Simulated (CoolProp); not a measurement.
Vapour-liquid equilibrium of toluene (1) + n-decane (2) at 0.203 MPa; x and y are mole fractions of (1).

Values from CoolProp's multi-fluid Helmholtz-energy mixture model, Lemmon 2006 and Lemmon 2006; pair parameters Bell 2016.

Give the bubble temperature and the first vapour's composition at x = 0.15, 0.45, 0.75. Is there an azeotrope?

x = 0.15: 186.7 °C, y = 0.402; x = 0.45: 161.4 °C, y = 0.788; x = 0.75: 146.2 °C, y = 0.931. No azeotrope shows between x = 0.05 and 0.95.

The pair parameters rest on a limited set of measurements; away from them the model extrapolates. The gap from Raoult's law changes sign with composition, which may be real or a fault of the pair parameters; it wasn't checked against measurements.
